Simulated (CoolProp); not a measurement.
A closed Brayton cycle with carbon dioxide: compressor inlet 313.15 K and 9.4 MPa, high pressure 20 MPa, turbine inlet 940 K, compressor efficiency 0.8, turbine efficiency 0.9, recuperator effectiveness 0 (on enthalpy, no pinch check). Each further row changes one setting.

The numbers come from the reference Helmholtz-energy equation of state, Span 1996 in CoolProp.

```json
[
 {"case": "as stated", "thermal efficiency (%)": "11.4", "net work (kJ/kg)": "95.4", "compressor to turbine work": "0.18", "compressor exit (K)": "341.9", "turbine exit (K)": "840.8"},
 {"case": "turbine inlet 890 K", "thermal efficiency (%)": "11.5", "net work (kJ/kg)": "88.8", "compressor to turbine work": "0.19", "compressor exit (K)": "341.9", "turbine exit (K)": "794.3"},
 {"case": "compressor inlet 323.15 K", "thermal efficiency (%)": "11.2", "net work (kJ/kg)": "83.5", "compressor to turbine work": "0.28", "compressor exit (K)": "377.3", "turbine exit (K)": "840.8"},
 {"case": "high pressure 17 MPa", "thermal efficiency (%)": "9.2", "net work (kJ/kg)": "77.0", "compressor to turbine work": "0.17", "compressor exit (K)": "335.3", "turbine exit (K)": "861.7"},
 {"case": "recuperator effectiveness 0.5", "thermal efficiency (%)": "18.0", "net work (kJ/kg)": "95.4", "compressor to turbine work": "0.18", "compressor exit (K)": "341.9", "turbine exit (K)": "840.8"}
]
```
